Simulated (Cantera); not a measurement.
An adiabatic, constant-volume homogeneous reactor starts with CO : H₂ : CH₄ : O₂ : N₂ = 1 : 0.25 : 0.054 : 0.883 : 3.32 (molar parts), equivalence ratio 0.83, at 1725 K and 910000 Pa. Integrator tolerance rtol = 1e-08.

Cantera simulation using GRI-Mech 3.0 (53 species, 325 reactions); the numbers are that mechanism's predictions, not measurements. Above 3000 K some thermodynamic fits are extrapolated.

```tsv
quantity	before	after
time of steepest temperature rise	1.78 µs	8.05 µs
temperature at 3.00 s	3098 K	2997 K
equilibrium temperature	3098 K	2997 K
x(CO) at 3.00 s	0.0728 (gas-phase equilibrium 0.0728)	0.0561 (gas-phase equilibrium 0.0561)
x(H₂) at 3.00 s	0.00401 (gas-phase equilibrium 0.00401)	0.00300 (gas-phase equilibrium 0.00300)
x(CH₄) at 3.00 s	<1e-12 (gas-phase equilibrium <1e-12)	<1e-12 (gas-phase equilibrium <1e-12)
x(N₂O) at 3.00 s	4.61e-6 (gas-phase equilibrium 4.61e-6)	4.31e-6 (gas-phase equilibrium 4.31e-6)
x(C₂H₂) at 3.00 s	<1e-12 (gas-phase equilibrium <1e-12)	<1e-12 (gas-phase equilibrium <1e-12)
x(HO₂) at 3.00 s	2.45e-5 (gas-phase equilibrium 2.45e-5)	2.08e-5 (gas-phase equilibrium 2.08e-5)
```

Problem. What was changed between the two runs?
(A) initial temperature 1725 to 1373 K
(B) initial temperature 1725 to 1275 K
(C) CO 1 to 0.7 parts
(D) constant pressure in place of constant volume

Solution. A, initial temperature 1725 to 1373 K
